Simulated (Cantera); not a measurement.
An isothermal, constant-pressure homogeneous reactor starts with H2 : O2 : N2 : H2O = 0.018 : 1 : 2.8 : 0.088 (molar parts), equivalence ratio 0.0090, at 1448 K and 0.0132 atm.

Cantera simulation using the H2/O2 subset of GRI-Mech 3.0, which has no nitrogen chemistry; the numbers are that mechanism's predictions, not measurements. Radical loss at walls, strong at low pressure, is not modelled.

x: mole fraction; the columns are a selection and need not sum to one.

| t (s) | x H2 | x O2 | x H | x HO2 | x OH | x H2O | x H2O2 |
|---|---|---|---|---|---|---|---|
| 7.00e-5 | 0.00461 | 0.256 | 2.34e-9 | 4.07e-9 | 1.81e-9 | 0.0225 | <1e-12 |
| 0.000184 | 0.00461 | 0.256 | 3.97e-9 | 1.07e-8 | 7.67e-9 | 0.0225 | 5.70e-12 |
| 0.000484 | 0.00461 | 0.256 | 7.78e-9 | 2.80e-8 | 3.10e-8 | 0.0225 | 3.36e-11 |
| 0.00127 | 0.00461 | 0.256 | 3.21e-8 | 7.28e-8 | 1.84e-7 | 0.0225 | 1.62e-10 |
| 0.00334 | 0.00460 | 0.256 | 8.94e-7 | 1.88e-7 | 5.60e-6 | 0.0225 | 5.81e-10 |
| 0.00878 | 0.000710 | 0.252 | 0.000350 | 3.10e-7 | 0.00154 | 0.0255 | 1.13e-8 |
| 0.0231 | 0.000150 | 0.252 | 0.000351 | 2.94e-7 | 0.00146 | 0.0261 | 1.04e-8 |
| 0.0607 | 0.000139 | 0.252 | 0.000312 | 2.83e-7 | 0.00141 | 0.0261 | 1.00e-8 |
| 0.159 | 0.000115 | 0.252 | 0.000233 | 2.56e-7 | 0.00128 | 0.0263 | 9.17e-9 |
| 0.419 | (withheld) | 0.253 | (withheld) | (withheld) | (withheld) | 0.0265 | (withheld) |
| 1.10 | 3.23e-5 | 0.254 | 3.44e-5 | 1.17e-7 | 0.000681 | 0.0268 | 4.62e-9 |
| 2.90 | (withheld) | 0.254 | (withheld) | (withheld) | (withheld) | 0.0270 | (withheld) |
| 7.61 | 2.36e-6 | 0.254 | 6.74e-7 | 2.41e-8 | 0.000184 | 0.0271 | 7.88e-10 |
| 20.0 | 7.16e-7 | 0.254 | 1.12e-7 | 2.36e-8 | 0.000102 | 0.0271 | 3.30e-10 |

Question: Complete the blanks.

Answer: 
- 0.419, x H2: 7.43e-5
- 0.419, x H: 0.000121
- 0.419, x HO2: 1.99e-7
- 0.419, x OH: 0.00103
- 0.419, x H2O2: 7.35e-9
- 2.90, x H2: 9.44e-6
- 2.90, x H: 5.40e-6
- 2.90, x HO2: 4.94e-8
- 2.90, x OH: 0.000368
- 2.90, x H2O2: 2.12e-9
